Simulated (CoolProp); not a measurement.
Vapour-liquid equilibrium of R152A (1) + R113 (2) at 347.2 K; x and y are mole fractions of (1).

Model: multi-fluid Helmholtz-energy mixture model, Outcalt 1996 and Marx 1992; pair parameters Bell 2016, in CoolProp.

Task: Give the bubble pressure and the first vapour's composition at x = 0.05, 0.65, 0.95. Is there an azeotrope?

Result: x = 0.05: 363.2 kPa, y = 0.381; x = 0.65: 1490 kPa, y = 0.894; x = 0.95: 1967 kPa, y = 0.980. No azeotrope shows between x = 0.05 and 0.95.

Pair parameters are fitted to limited data, so mixtures are less certain than the pure fluids.
